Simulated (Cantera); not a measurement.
Input (Python, Cantera):

```python
import numpy as np
import cantera as ct

gas = ct.Solution("gri30.yaml")
gas.TPX = 775, 29000, {'C3H8': 1, 'O2': 5.05, 'N2': 19}
inlet = ct.Reservoir(gas, clone=True)
gas.equilibrate("HP")  # start burning
reactor = ct.IdealGasConstPressureReactor(gas, energy="on", clone=False)
exhaust = ct.Reservoir(gas, clone=True)
tau = [0.35, 0.1, 0.029, 0.0086, 0.0025, 0.00073, 0.00021, 6.2e-05, 1.8e-05, 5.3e-06][0]
for a, b in ((inlet, reactor), (reactor, exhaust)):
    ct.MassFlowController(a, b, mdot=lambda t: reactor.mass / tau)
net = ct.ReactorNet([reactor])
show = ['C3H8', 'O2', 'C2H6', 'N2O', 'CO', 'HCO']

rows = []
print(f"{'tau/s':>10s}{'T/K':>9s}" + "".join(f"{s:>11s}" for s in show))
for tau in [0.35, 0.1, 0.029, 0.0086, 0.0025, 0.00073, 0.00021, 6.2e-05, 1.8e-05, 5.3e-06]:
    net.initial_time = 0.0
    net.advance(30 * tau)
    before = gas.X
    net.advance(40 * tau)
    drift = np.max(np.abs(gas.X - before) / (gas.X + 1e-9))
    rows.append([gas.T, *gas[show].X, drift])
    print(f"{tau:10.3e}{gas.T:9.1f}" + "".join(f"{x:11.3e}" for x in gas[show].X))
```

It prints:

```
     tau/s      T/K       C3H8         O2       C2H6        N2O         CO        HCO
 3.500e-01   2406.4  5.361e-08  1.584e-02  3.546e-10  1.399e-07  2.962e-02  2.568e-08
 1.000e-01   2388.4  1.785e-07  1.707e-02  1.158e-09  1.270e-07  3.090e-02  8.076e-08
 2.900e-02   2341.5  5.513e-07  1.961e-02  3.324e-09  9.307e-08  3.390e-02  2.706e-07
 8.600e-03   2263.5  1.603e-06  2.294e-02  8.115e-09  6.046e-08  3.817e-02  8.905e-07
 2.500e-03   2179.1  4.908e-06  2.607e-02  1.993e-08  4.488e-08  4.219e-02  2.949e-06
 7.300e-04   2112.0  1.640e-05  2.926e-02  5.698e-08  3.861e-08  4.619e-02  9.836e-06
 2.100e-04   2040.4  6.755e-05  3.612e-02  2.157e-07  3.405e-08  5.462e-02  3.479e-05
 6.200e-05    775.0  3.992e-02  2.016e-01 -1.791e-17 -1.042e-22 -4.198e-16  1.199e-27
 1.800e-05    775.0  3.992e-02  2.016e-01  7.214e-21  2.928e-25  1.691e-19  1.079e-28
 5.300e-06    775.0  3.992e-02  2.016e-01 -2.666e-26  5.211e-26 -8.411e-25  5.940e-30
```

Cantera simulation using GRI-Mech 3.0 (53 species, 325 reactions); the numbers are that mechanism's predictions, not measurements. GRI-Mech 3.0 was tuned for natural gas; its chemistry of propane as a main component is partial and can be far from experiment.
